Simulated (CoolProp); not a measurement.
Vapour-liquid equilibrium of C2F6 (R116) (1) + propylene (2) at -41.65 °C; x and y are mole fractions of (1).

The numbers come from the multi-fluid Helmholtz-energy mixture model, Lemmon 2006 and Lemmon 2013; pair parameters Bell 2016 in CoolProp.

```tsv
x	bubble pressure (bar)	y at the bubble point	dew pressure at overall composition x (bar)	liquid density (mol/L)
0.05	2.718	0.517	1.389	14.03
0.15	4.175	0.694	1.553	13.47
0.25	4.696	0.735	1.760	12.94
0.35	4.862	0.748	2.029	12.45
0.45	4.931	0.754	2.392	11.99
0.55	4.996	0.762	2.909	11.58
0.65	5.081	0.778	3.694	11.22
0.75	5.172	0.807	4.889	10.91
0.85	5.228	0.856	5.226	10.64
0.95	5.181	0.939	5.167	10.43
```

y crosses x between x = 0.85 and 0.95: the model has an azeotrope there.

Pair parameters are fitted to limited data, so mixtures are less certain than the pure fluids. With so large a gap from Raoult's law the liquid may split in two, which this calculation doesn't test in full.
